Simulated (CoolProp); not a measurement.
Saturation properties of nitrous oxide.

Values from CoolProp's reference Helmholtz-energy equation of state, Lemmon 2006. It is a short technical equation, of lower accuracy than the large ones.

| T (K) | p (bar) | vapour density (kg/m³) | enthalpy of vaporisation (kJ/kg) | liquid cp (kJ/(kg K)) |
|---|---|---|---|---|
| 198.1 | 2.124 | 5.938 | 358.7 | 1.734 |
| 205.1 | 2.991 | 8.182 | 350.1 | 1.747 |
| 212.1 | 4.106 | 11.03 | 341.1 | 1.764 |
| 219.1 | 5.512 | 14.58 | 331.7 | 1.785 |
| 226 | 7.224 | 18.90 | 321.8 | 1.811 |
| 233 | 9.338 | 24.24 | 311.3 | 1.843 |
| 240 | 11.88 | 30.72 | 300.0 | 1.883 |
| 247 | 14.89 | 38.54 | 287.9 | 1.932 |
| 254 | 18.43 | 47.97 | 274.9 | 1.993 |
| 260.9 | 22.48 | 59.16 | 260.9 | 2.070 |
| 267.9 | 27.22 | 72.90 | 245.4 | 2.172 |
| 274.9 | 32.65 | 89.71 | 228.2 | 2.313 |
| 281.9 | 38.82 | 110.6 | 208.7 | 2.520 |
| 288.9 | 45.83 | 137.4 | 186.0 | 2.859 |

It boils at 184.7 K under 1 atm.
